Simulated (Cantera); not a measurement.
Gas mixture: N2 : O2 = 0.72 : 0.79 (molar parts), at 10.00 Torr, frozen composition.

Cantera's kinetic-theory transport with the Lennard-Jones parameters of GRI-Mech 3.0, ideal gas; thermal conductivity in the mixture-averaged form.

One state of this run: ρ (kg/m³) = 0.00603; cp (J/kg/K) = 1084; μ (µPa s) = 38.7; λ (mW/m/K) = 59.3; Pr = 0.708; D (cm²/s) H = 519; D (cm²/s) O = 132; D (cm²/s) CH3 = 94.0. D: mixture-averaged diffusion coefficient of that species in the mixture.

### Question
Which value of T (K) does it belong to?
(A) 600
(B) 700
(C) 800
(D) 500

### Answer
C, 800
